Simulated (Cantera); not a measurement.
What does this Cantera script print?

```python
import numpy as np
import cantera as ct

gas = ct.Solution("SiF4_NH3_mec.yaml", "gas")
gas.TPX = 1950, 15000, {'NH3': 1, 'H2': 0.19}
inlet = ct.Reservoir(gas, clone=True)

reactor = ct.IdealGasConstPressureReactor(gas, energy="off", clone=False)
exhaust = ct.Reservoir(gas, clone=True)
tau = [17, 5.9, 2.1, 0.74, 0.26, 0.094, 0.033, 0.012, 0.0042][0]
for a, b in ((inlet, reactor), (reactor, exhaust)):
    ct.MassFlowController(a, b, mdot=lambda t: reactor.mass / tau)
net = ct.ReactorNet([reactor])
show = ['NH3', 'H2', 'H', 'N2H2', 'NH2', 'N2']

rows = []
print(f"{'tau/s':>10s}{'T/K':>9s}" + "".join(f"{s:>11s}" for s in show))
for tau in [17, 5.9, 2.1, 0.74, 0.26, 0.094, 0.033, 0.012, 0.0042]:
    net.initial_time = 0.0
    net.advance(30 * tau)
    before = gas.X
    net.advance(40 * tau)
    drift = np.max(np.abs(gas.X - before) / (gas.X + 1e-9))
    rows.append([gas.T, *gas[show].X, drift])
    print(f"{tau:10.3e}{gas.T:9.1f}" + "".join(f"{x:11.3e}" for x in gas[show].X))
```

It prints:

```
     tau/s      T/K        NH3         H2          H       N2H2        NH2         N2
 1.700e+01   1950.0  1.363e-02  7.607e-01  1.159e-03  3.879e-08  5.932e-05  2.244e-01
 5.900e+00   1950.0  3.921e-02  7.424e-01  7.902e-04  1.241e-07  1.192e-04  2.175e-01
 2.100e+00   1950.0  9.925e-02  6.988e-01  5.467e-04  3.597e-07  2.216e-04  2.012e-01
 7.400e-01   1950.0  2.248e-01  6.074e-01  3.621e-04  9.548e-07  3.823e-04  1.670e-01
 2.600e-01   1950.0  4.225e-01  4.634e-01  2.234e-04  2.137e-06  5.805e-04  1.133e-01
 9.400e-02   1950.0  6.176e-01  3.213e-01  1.366e-04  3.639e-06  7.470e-04  6.019e-02
 3.300e-02   1950.0  7.461e-01  2.277e-01  9.123e-05  4.829e-06  8.480e-04  2.525e-02
 1.200e-02   1950.0  8.038e-01  1.857e-01  7.213e-05  5.296e-06  8.841e-04  9.561e-03
 4.200e-03   1950.0  8.275e-01  1.684e-01  6.252e-05  5.073e-06  8.690e-04  3.119e-03
```

Cantera simulation using the gas-phase N/H chemistry of the illustrative SiF4/NH3 mechanism in the Surface Chemkin manual (1991); the numbers are that mechanism's predictions, not measurements. Walls and surfaces, which speed up NH3 decomposition in real reactors, are not modelled.
